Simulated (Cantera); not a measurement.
Thermodynamics of carbon deposition, reforming and gasification, feed C + H2

A closed system holds: 1 mol C, 0.92 mol H2, at 750 Torr.

Equilibrium computed with Cantera from the NASA thermochemical tables; the gas is ideal and each condensed phase is pure. Candidate condensed phases: C, C6H6, C7H8, C8H18; 76 gas species. Kinetics and transport are ignored.

| T (°C) | x H2 | x H | x CH4 | x C2H2 (acetylene) | x C4H2 | n C(graphite) |
|---|---|---|---|---|---|---|
| 800 | 0.958 | 1.37e-8 | 0.0422 | 6.88e-9 | <1e-12 | 0.963 |
| 950 | 0.987 | 2.99e-7 | 0.0130 | 1.55e-7 | <1e-12 | 0.988 |
| 1100 | 0.995 | 3.32e-6 | 0.00498 | 1.72e-6 | 1.12e-12 | 0.995 |
| 1250 | 0.998 | 2.31e-5 | 0.00229 | 1.18e-5 | 5.34e-11 | 0.998 |
| 1400 | 0.999 | 0.000114 | 0.00121 | 5.69e-5 | 1.26e-9 | 0.999 |
| 1550 | 0.999 | 0.000433 | 0.000712 | 0.000211 | 1.77e-8 | 0.999 |
| 1700 | 0.998 | 0.00135 | 0.000454 | 0.000639 | 1.64e-7 | 0.998 |
| 1850 | 0.994 | 0.00358 | 0.000309 | 0.00165 | 1.11e-6 | 0.997 |
| 2000 | 0.988 | 0.00835 | 0.000220 | 0.00372 | 5.74e-6 | 0.993 |
| 2150 | 0.975 | 0.0175 | 0.000162 | 0.00754 | 2.40e-5 | 0.986 |
| 2300 | 0.952 | 0.0335 | 0.000121 | 0.0139 | 8.39e-5 | 0.973 |
| 2450 | 0.917 | 0.0593 | 9.09e-5 | 0.0235 | 0.000250 | 0.954 |
| 2600 | 0.864 | 0.0977 | 6.70e-5 | 0.0366 | 0.000645 | 0.925 |
x: gas mole fraction; n: condensed amount in mol.

From 800 °C to 2600 °C the condensed part is C(graphite). The main C-bearing gas is CH4 at 800 °C and C2H2 (acetylene) at 2600 °C.
